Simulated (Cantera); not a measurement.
## Transport properties of process gases

Gas mixture: 100 % N2O, at 1.10 bar, frozen composition.

Cantera's kinetic-theory transport with the Lennard-Jones parameters of GRI-Mech 3.0, ideal gas; thermal conductivity in the mixture-averaged form. The composition is frozen, though it would react at the higher temperatures.

```json
[
 {"T (K)": "400", "ρ (kg/m³)": "1.46", "cp (J/kg/K)": "970.3", "μ (µPa s)": "19.5", "λ (mW/m/K)": "25.5", "Pr": "0.741", "D (cm²/s) CH3": "0.270", "D (cm²/s) OH": "0.378", "D (cm²/s) CH4": "0.268"},
 {"T (K)": "600", "ρ (kg/m³)": "0.970", "cp (J/kg/K)": "1101", "μ (µPa s)": "27.3", "λ (mW/m/K)": "40.7", "Pr": "0.739", "D (cm²/s) CH3": "0.557", "D (cm²/s) OH": "0.767", "D (cm²/s) CH4": "0.553"},
 {"T (K)": "800", "ρ (kg/m³)": "0.728", "cp (J/kg/K)": "1192", "μ (µPa s)": "34.0", "λ (mW/m/K)": "54.9", "Pr": "0.739", "D (cm²/s) CH3": "0.917", "D (cm²/s) OH": "1.25", "D (cm²/s) CH4": "0.910"},
 {"T (K)": "1000", "ρ (kg/m³)": "0.582", "cp (J/kg/K)": "1255", "μ (µPa s)": "40.0", "λ (mW/m/K)": "68.0", "Pr": "0.739", "D (cm²/s) CH3": "1.34", "D (cm²/s) OH": "1.82", "D (cm²/s) CH4": "1.33"},
 {"T (K)": "1200", "ρ (kg/m³)": "0.485", "cp (J/kg/K)": "1294", "μ (µPa s)": "45.5", "λ (mW/m/K)": "80.1", "Pr": "0.735", "D (cm²/s) CH3": "1.83", "D (cm²/s) OH": "2.48", "D (cm²/s) CH4": "1.81"},
 {"T (K)": "1400", "ρ (kg/m³)": "0.416", "cp (J/kg/K)": "1327", "μ (µPa s)": "50.5", "λ (mW/m/K)": "91.4", "Pr": "0.733", "D (cm²/s) CH3": "2.37", "D (cm²/s) OH": "3.20", "D (cm²/s) CH4": "2.35"},
 {"T (K)": "1600", "ρ (kg/m³)": "0.364", "cp (J/kg/K)": "1353", "μ (µPa s)": "55.2", "λ (mW/m/K)": "102", "Pr": "0.732", "D (cm²/s) CH3": "2.96", "D (cm²/s) OH": "4.00", "D (cm²/s) CH4": "2.94"},
 {"T (K)": "1800", "ρ (kg/m³)": "0.323", "cp (J/kg/K)": "1375", "μ (µPa s)": "59.7", "λ (mW/m/K)": "112", "Pr": "0.732", "D (cm²/s) CH3": "3.61", "D (cm²/s) OH": "4.87", "D (cm²/s) CH4": "3.58"},
 {"T (K)": "2000", "ρ (kg/m³)": "0.291", "cp (J/kg/K)": "1392", "μ (µPa s)": "64.0", "λ (mW/m/K)": "122", "Pr": "0.732", "D (cm²/s) CH3": "4.30", "D (cm²/s) OH": "5.80", "D (cm²/s) CH4": "4.26"}
]
```
D: mixture-averaged diffusion coefficient of that species in the mixture.
